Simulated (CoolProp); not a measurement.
Vapour-liquid equilibrium of benzene (1) + ethylbenzene (2) at 23.75 °C; x and y are mole fractions of (1).

The numbers come from the multi-fluid Helmholtz-energy mixture model, Thol 2012 and Zhou 2012; pair parameters Bell 2016 in CoolProp.

| x | bubble pressure, mixture model (MPa) | bubble pressure, Raoult's law (MPa) | y, mixture model | y, Raoult's law |
|---|---|---|---|---|
| 0.05 | ? | 0.001730 | ? | 0.346 |
| 0.2 | ? | 0.003348 | 0.681 | 0.716 |
| 0.35 | 0.004465 | 0.004966 | ? | 0.844 |
| 0.5 | ? | 0.006585 | ? | 0.910 |
| 0.65 | 0.007851 | 0.008203 | 0.952 | 0.949 |
| 0.8 | ? | 0.009821 | ? | 0.976 |
| 0.95 | 0.01141 | 0.01144 | 0.996 | 0.995 |

### Question
Some entries are withheld; supply them.

### Answer

- 0.05, bubble pressure, mixture model (MPa): 0.001612
- 0.05, y, mixture model: 0.298
- 0.2, bubble pressure, mixture model (MPa): 0.002966
- 0.35, y, mixture model: 0.830
- 0.5, bubble pressure, mixture model (MPa): 0.006104
- 0.5, y, mixture model: 0.907
- 0.8, bubble pressure, mixture model (MPa): 0.009647
- 0.8, y, mixture model: 0.979

The largest gap from Raoult's law is -11.4 % in bubble pressure, at x = 0.2. No azeotrope shows between x = 0.05 and 0.95.

Pair parameters are fitted to limited data, so mixtures are less certain than the pure fluids.
